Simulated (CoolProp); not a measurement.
Properties of acetone along the isobar 26.2 MPa.

The numbers come from the reference Helmholtz-energy equation of state, Lemmon 2006 in CoolProp. It is a short technical equation, of lower accuracy than the large ones.

```
T (°C)          phase       Z  cp (kJ/(kg K))  speed of sound (m/s)
------  -------------  ------  --------------  --------------------
162.25         liquid       …           2.439                 846.1
172.65         liquid  0.6244           2.469                 815.5
183.05         liquid  0.6210               …                 785.8
193.55         liquid       …           2.529                 756.6
203.95         liquid  0.6165           2.559                 728.6
214.35         liquid       …           2.588                 701.4
224.75         liquid  0.6148           2.618                 675.2
235.15  supercritical  0.6149           2.648                 650.0
245.55  supercritical       …           2.677                 625.7
256.05  supercritical  0.6174           2.707                 602.3
266.45  supercritical  0.6197           2.735                 580.2
276.85  supercritical  0.6228               …                 559.1
```

### Question
Some entries are withheld; supply them.

### Answer

- 162.25, Z: 0.6284
- 183.05, cp (kJ/(kg K)): 2.498
- 193.55, Z: 0.6184
- 214.35, Z: 0.6153
- 245.55, Z: 0.6158
- 276.85, cp (kJ/(kg K)): 2.763
